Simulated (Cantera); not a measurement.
## Equilibrium for carbon deposition, reforming and gasification: C2H5OH + O2 + H2

Feed: 1 mol C2H5OH, 2 mol O2, a varied amount of H2, at 3000 K and 74.0 bar.

These are equilibrium values from Cantera (NASA tables, ideal gas, pure condensed phases), not measurements of a reactor. Candidate condensed phases: C, C6H6, C7H8, C8H18, H2O; 110 gas species. The ideal-gas law is rough above about 30 bar. Equilibrium is a limit: real reactors are often held back by kinetics, nucleation or transport.

From 4.4 mol H2 to 34 mol H2 nothing is condensed. The main C-bearing gas is CO throughout.

```csv
n(H2) (mol),x H2,x H2O,x CO,x H,x CO2,x OH,x O,x HCO
4.4,0.476,0.298,0.195,0.0127,0.0164,0.00263,4.29e-5,1.41e-5
5.3,0.518,0.274,0.180,0.0132,0.0128,0.00232,3.62e-5,1.36e-5
6.2,0.554,0.253,0.167,0.0137,0.0103,0.00208,3.14e-5,1.30e-5
7.4,0.594,0.230,0.152,0.0141,0.00796,0.00182,2.66e-5,1.23e-5
8.8,0.632,0.208,0.138,0.0146,0.00611,0.00159,2.25e-5,1.15e-5
10,0.659,0.192,0.127,0.0149,0.00500,0.00144,2.00e-5,1.08e-5
12,0.697,0.170,0.113,0.0153,0.00372,0.00124,1.67e-5,9.89e-6
15,0.739,0.145,0.0966,0.0158,0.00256,0.00103,1.35e-5,8.71e-6
17,0.761,0.132,0.0881,0.0160,0.00207,0.000924,1.19e-5,8.06e-6
21,0.794,0.112,0.0748,0.0164,0.00143,0.000767,9.68e-6,7.00e-6
24,0.814,0.101,0.0672,0.0166,0.00112,0.000681,8.49e-6,6.36e-6
29,0.838,0.0861,0.0575,0.0168,0.000798,0.000573,7.04e-6,5.52e-6
34,0.857,0.0752,0.0502,0.0170,0.000595,0.000495,6.02e-6,4.88e-6
```
x: gas mole fraction; nothing condenses.
